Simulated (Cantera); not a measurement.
Input (Python, Cantera) and output of one run.

```python
import numpy as np
import cantera as ct

gas_names = """
    CL CL2 N N2 Si SiCL SiCL2 SiCL3 SiCL4 SiN Si2 Si2N Si3
""".split()
cond_names = """
    Si(cr) Si(L) Si3N4(a)
""".split()


def load(file, names, dense=False):
    # The tables refer to 1 bar. Condensed volumes are neglected.
    table = {s.name: s for s in ct.Species.list_from_file(file)}
    out = []
    for n in names:
        d = dict(table[n].input_data)
        d["thermo"] = dict(d["thermo"], **{"reference-pressure": 1e5})
        if dense:
            d["equation-of-state"] = {"model": "constant-volume", "density": "1e6 g/cm^3"}
        out.append(ct.Species.from_dict(d))
    return out


gas = ct.Solution(thermo="ideal-gas", species=load("nasa_gas.yaml", gas_names))
cond = {s.name: ct.Solution(thermo="fixed-stoichiometry", species=[s], name=s.name)
        for s in load("nasa_condensed.yaml", cond_names, dense=True)}
atoms = {
    'Si': {'Si': 1},
    'Cl2': {'CL': 2},
    'N2': {'N': 2},
}
top_T = {'Si3N4(a)': 2400}  # K; cautious upper limits of use, not melting points


def equilibrate(T, P, feed):
    n = {}
    for name, mol in feed.items():
        for a, k in atoms[name].items():
            n[a] = n.get(a, 0.0) + k * mol
    gas.TPX = T, P, n
    mass = sum(n.values()) * gas.mean_molecular_weight
    gas.equilibrate("TP")
    valid = [c for c in cond.values() if c.min_temp <= T <= top_T.get(c.name, c.max_temp)]
    mix = ct.Mixture([(gas, mass / gas.mean_molecular_weight)] + [(c, 0.0) for c in valid])
    mix.T, mix.P = T, P
    mix.equilibrate("TP", solver="vcs", rtol=1e-11, max_steps=5000)
    return mix


results = []
feed = {'Si': 1, 'Cl2': 8.1, 'N2': 13}  # mol
T = 1348  # K
P = 100000  # Pa
mix = equilibrate(T, P, feed)
results.append((T, P, feed, dict(zip(mix.species_names, mix.species_moles))))
x = sorted(zip(gas.X, gas.species_names), reverse=True)
print(f"T = {T:g} K  P = {P:g} Pa  gas = {mix.phase_moles(0):.4g} mol")
print("   x: " + "  ".join(f"{s} {v:.3e}" for v, s in x if v > 0.0001))
print("   condensed (mol): " + ("  ".join(f"{mix.phase(i).name} {mix.phase_moles(i):.4g}"
      for i in range(1, mix.n_phases) if mix.phase_moles(i) > 1e-12) or "none"))
```

Output:

```
T = 1348 K  P = 100000 Pa  gas = 20.2 mol
   x: N2 6.435e-01  CL2 2.968e-01  SiCL4 4.950e-02  CL 1.022e-02
   condensed (mol): none
```

Method: chemical equilibrium by Gibbs-energy minimisation in Cantera with the NASA 1993 tables (ideal gas, pure condensed phases).
